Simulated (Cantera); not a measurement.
Gas mixture: O2 = 0.66 (molar parts), at 0.960 bar, frozen composition.

Cantera's kinetic-theory transport with the Lennard-Jones parameters of GRI-Mech 3.0, ideal gas; thermal conductivity in the mixture-averaged form.

One state of this run: ρ (kg/m³) = 0.264; cp (J/kg/K) = 1134; μ (µPa s) = 59.7; λ (mW/m/K) = 95.7; Pr = 0.707; D (cm²/s) NH3 = 3.74; D (cm²/s) CH3 = 3.35; D (cm²/s) H2O = 3.99. D: mixture-averaged diffusion coefficient of that species in the mixture.

**Question.** Which value of T (K) does it belong to?
A) 1400
B) 400
C) 1150
D) 900

**Answer.** A, 1400
